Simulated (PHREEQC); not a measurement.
Dissolve 0.011 mol H2SO4, 0.047 mol ZnSO4 and 0.033 mol Fe2(SO4)3 per kg of water at 25 °C. Closed to the air; pH follows from the charge balance.

Computed with PHREEQC (ion-association model, phreeqc.dat).

The pH comes out as 2.13, the ionic strength is 0.196 mol/kgw and the total alkalinity comes out as -154 meq/kg.

```json
[
 {"species": "FeSO4+", "molality": "0.0481", "activity": "0.0356", "log γ": "-0.131"},
 {"species": "SO4-2", "molality": "0.0403", "activity": "0.0119", "log γ": "-0.530"},
 {"species": "Zn+2", "molality": "0.0228", "activity": "0.00686", "log γ": "-0.523"},
 {"species": "ZnSO4", "molality": "0.0182", "activity": "0.0191", "log γ": "0.020"},
 {"species": "Fe(SO4)2-", "molality": "0.0124", "activity": "0.00925", "log γ": "-0.126"},
 {"species": "HSO4-", "molality": "0.0115", "activity": "0.00861", "log γ": "-0.126"}
]
```

Precipitation was switched off in this run. Saturation is exceeded, for instance for Hematite (slow to form), Goethite (slow to form); the values hold only as long as no solid forms.
